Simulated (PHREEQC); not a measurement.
Solution A (33 mmol/kgw HF and 9.9 mmol/kgw NaF) is mixed with solution B (0.15 mol/kgw NH4HS, 0.00045 mol/kgw NaHCO3 and 5.5e-05 mol/kgw MnCl2) at 25 °C; shares are by mass of water, 1 kg in all. The system is closed to oxygen. CO2 from the air is kept out. The run lets Rhodochrosite, Pyrochroite, MnS(Green), Halite, Nahcolite, Natron precipitate or redissolve, and no other solid.

The series has 11 steps of share of solution B, from 0 to 1.

Model: ion-association model, wateq4f.dat, run in PHREEQC.

Problem. Which solids form, in which order, and at which step of the series does each first stand?

Solution. Rhodochrosite from share of solution B = 0.7 (pH 7.69).

Problem. Between which two steps does the pH jump most, and from what to what?

Solution. Between share of solution B = 0.1 and 0.2: from 3.38 to 6.00.

The polysulfide entries of wateq4f.dat were taken out for this run. wateq4f.dat counts part of the HF as a dimer, H2F2, which phreeqc.dat doesn't know; its constant is uncertain.
